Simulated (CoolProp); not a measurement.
Values from CoolProp's reference Helmholtz-energy equation of state, Thol 2012.

### Question
For benzene, give the phase and the cv (kJ/(kg K)), Joule-Thomson coefficient (K/MPa) at 434.8 K and 0.663 bar; 434.8 K and 5.38 bar; 434.8 K and 9.07 bar.

### Answer
- 434.8 K and 0.663 bar: gas; cv 1.47, Joule-Thomson coefficient 16.0
- 434.8 K and 5.38 bar: gas; cv 1.50, Joule-Thomson coefficient 18.4
- 434.8 K and 9.07 bar: liquid; cv 1.61, Joule-Thomson coefficient -0.0980
